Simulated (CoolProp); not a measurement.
A simple Rankine cycle with R142b: condensing at 313.15 K, boiler at 1.8 MPa, turbine inlet 469 K, turbine efficiency 0.8, pump efficiency 0.7, no recuperator. Each further row changes one setting.

Computed with CoolProp (reference Helmholtz-energy equation of state, Lemmon 2006). It is a short technical equation, of lower accuracy than the large ones.

| case | thermal efficiency (%) | net work (kJ/kg) | heat in (kJ/kg) | turbine exit temperature (K) | volume ratio over the turbine |
|---|---|---|---|---|---|
| as stated | ___ | 32.1 | 339 | 428.1 | 3.36 |
| condensing temperature 305.15 K | ___ | 38.0 | ___ | 421.5 | 4.18 |
| boiler pressure 1.26 MPa | ___ | 23.9 | ___ | ___ | 2.35 |
| turbine efficiency 0.7 | 8.2 | 27.9 | 339 | ___ | 3.40 |

Q: Some entries are withheld; supply them.

A: 
- as stated, thermal efficiency (%): 9.5
- condensing temperature 305.15 K, thermal efficiency (%): 10.9
- condensing temperature 305.15 K, heat in (kJ/kg): 350
- boiler pressure 1.26 MPa, thermal efficiency (%): 7.0
- boiler pressure 1.26 MPa, heat in (kJ/kg): 344
- boiler pressure 1.26 MPa, turbine exit temperature (K): 440.7
- turbine efficiency 0.7, turbine exit temperature (K): 432.1
